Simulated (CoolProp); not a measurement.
Saturation properties of acetone (Tc = 508.1 K, pc = 4692 kPa, ω = 0.307).

The numbers come from the reference Helmholtz-energy equation of state, Lemmon 2006 in CoolProp. It is a short technical equation, of lower accuracy than the large ones.

```json
[
 {"T (K)": "393", "p (kPa)": "602.8", "liquid density (kg/m³)": "666.2", "enthalpy of vaporisation (kJ/kg)": "421.2", "liquid cp (kJ/(kg K))": "2.482", "surface tension (mN/m)": "11.3"},
 {"T (K)": "401.5", "p (kPa)": "729.3", "liquid density (kg/m³)": "653.7", "enthalpy of vaporisation (kJ/kg)": "408.4", "liquid cp (kJ/(kg K))": "2.527", "surface tension (mN/m)": "10.3"},
 {"T (K)": "410", "p (kPa)": "874.9", "liquid density (kg/m³)": "640.6", "enthalpy of vaporisation (kJ/kg)": "395.0", "liquid cp (kJ/(kg K))": "2.577", "surface tension (mN/m)": "9.39"},
 {"T (K)": "418.5", "p (kPa)": "1042", "liquid density (kg/m³)": "627.0", "enthalpy of vaporisation (kJ/kg)": "380.7", "liquid cp (kJ/(kg K))": "2.632", "surface tension (mN/m)": "8.46"},
 {"T (K)": "427", "p (kPa)": "1231", "liquid density (kg/m³)": "612.6", "enthalpy of vaporisation (kJ/kg)": "365.6", "liquid cp (kJ/(kg K))": "2.695", "surface tension (mN/m)": "7.53"},
 {"T (K)": "435.5", "p (kPa)": "1446", "liquid density (kg/m³)": "597.5", "enthalpy of vaporisation (kJ/kg)": "349.4", "liquid cp (kJ/(kg K))": "2.767", "surface tension (mN/m)": "6.63"},
 {"T (K)": "444", "p (kPa)": "1688", "liquid density (kg/m³)": "581.4", "enthalpy of vaporisation (kJ/kg)": "331.9", "liquid cp (kJ/(kg K))": "2.851", "surface tension (mN/m)": "5.73"},
 {"T (K)": "452.5", "p (kPa)": "1959", "liquid density (kg/m³)": "564.2", "enthalpy of vaporisation (kJ/kg)": "312.9", "liquid cp (kJ/(kg K))": "2.954", "surface tension (mN/m)": "4.86"},
 {"T (K)": "461", "p (kPa)": "2262", "liquid density (kg/m³)": "545.6", "enthalpy of vaporisation (kJ/kg)": "292.0", "liquid cp (kJ/(kg K))": "3.084", "surface tension (mN/m)": "4.01"},
 {"T (K)": "469.6", "p (kPa)": "2605", "liquid density (kg/m³)": "524.8", "enthalpy of vaporisation (kJ/kg)": "268.5", "liquid cp (kJ/(kg K))": "3.262", "surface tension (mN/m)": "3.17"},
 {"T (K)": "478.1", "p (kPa)": "2983", "liquid density (kg/m³)": "501.7", "enthalpy of vaporisation (kJ/kg)": "242.0", "liquid cp (kJ/(kg K))": "3.521", "surface tension (mN/m)": "2.38"},
 {"T (K)": "486.6", "p (kPa)": "3402", "liquid density (kg/m³)": "474.9", "enthalpy of vaporisation (kJ/kg)": "210.9", "liquid cp (kJ/(kg K))": "3.959", "surface tension (mN/m)": "1.61"},
 {"T (K)": "495.1", "p (kPa)": "3869", "liquid density (kg/m³)": "441.4", "enthalpy of vaporisation (kJ/kg)": "172.1", "liquid cp (kJ/(kg K))": "4.935", "surface tension (mN/m)": "0.901"}
]
```

It boils at 329.2 K under 1 atm.

Surface tension comes from a separate correlation (Mulero 2012).
